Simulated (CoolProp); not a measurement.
The numbers come from the reference Helmholtz-energy equation of state, Akasaka 2015 in CoolProp.

Problem. Give the vapour pressure (kPa), liquid density (kg/m³), vapour density (kg/m³) of saturated R245fa at 306.5 K.

Solution. 
| T (K) | p (kPa) | liquid density (kg/m³) | vapour density (kg/m³) |
|---|---|---|---|
| 306.5 | 200 | 1320 | 11.3 |
